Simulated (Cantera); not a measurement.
Mixture: CH₃OH : O₂ : N₂ : H₂O = 1 : 1.53 : 5.76 : 0.27 (molar parts), equivalence ratio 0.98, at 1.01 bar, adiabatic and at constant volume. Ignition delay is the time to a rise of 400 K.

Computed with Cantera and GRI-Mech 3.0 (53 species, 325 reactions). GRI-Mech 3.0 was tuned for natural gas; its chemistry of methanol as a main component is partial and can be far from experiment.

Question: What does this change do: constant pressure in place of constant volume?

Answer: 
```csv
quantity,before,after
delay at 1225 K,5.65 ms,5.83 ms
delay at 1325 K,1.32 ms,1.39 ms
delay at 1425 K,0.394 ms,0.427 ms
delay at 1525 K,0.143 ms,0.161 ms
delay at 1625 K,60.9 µs,71.6 µs
delay at 1725 K,29.3 µs,35.9 µs
delay at 1825 K,15.5 µs,19.8 µs
apparent activation energy between 1625 and 1825 K,170 kJ/mol,160 kJ/mol
```
